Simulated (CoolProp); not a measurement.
Vapour-liquid equilibrium of m-xylene (1) + n-decane (2) at 494.5 K; x and y are mole fractions of (1).

Computed with CoolProp (multi-fluid Helmholtz-energy mixture model, Zhou 2012 and Lemmon 2006; pair parameters Bell 2016).

```json
[
 {"x": "0.05", "bubble pressure (bar)": "?", "y at the bubble point": "0.092", "dew pressure at overall composition x (bar)": "3.027", "liquid density (mol/L)": "3.994"},
 {"x": "0.2", "bubble pressure (bar)": "3.574", "y at the bubble point": "0.320", "dew pressure at overall composition x (bar)": "?", "liquid density (mol/L)": "?"},
 {"x": "0.35", "bubble pressure (bar)": "?", "y at the bubble point": "0.498", "dew pressure at overall composition x (bar)": "3.646", "liquid density (mol/L)": "4.524"},
 {"x": "0.5", "bubble pressure (bar)": "4.498", "y at the bubble point": "0.645", "dew pressure at overall composition x (bar)": "?", "liquid density (mol/L)": "4.841"},
 {"x": "0.65", "bubble pressure (bar)": "4.965", "y at the bubble point": "0.770", "dew pressure at overall composition x (bar)": "4.514", "liquid density (mol/L)": "5.200"},
 {"x": "0.8", "bubble pressure (bar)": "5.443", "y at the bubble point": "0.878", "dew pressure at overall composition x (bar)": "5.089", "liquid density (mol/L)": "5.610"},
 {"x": "0.95", "bubble pressure (bar)": "5.933", "y at the bubble point": "?", "dew pressure at overall composition x (bar)": "5.811", "liquid density (mol/L)": "6.081"}
]
```

Question: Some entries are withheld; supply them.

Answer: 
- 0.05, bubble pressure (bar): 3.102
- 0.2, dew pressure at overall composition x (bar): 3.312
- 0.2, liquid density (mol/L): 4.244
- 0.35, bubble pressure (bar): 4.036
- 0.5, dew pressure at overall composition x (bar): 4.041
- 0.95, y at the bubble point: 0.972

No azeotrope shows between x = 0.05 and 0.95.

The pair parameters rest on a limited set of measurements; away from them the model extrapolates.
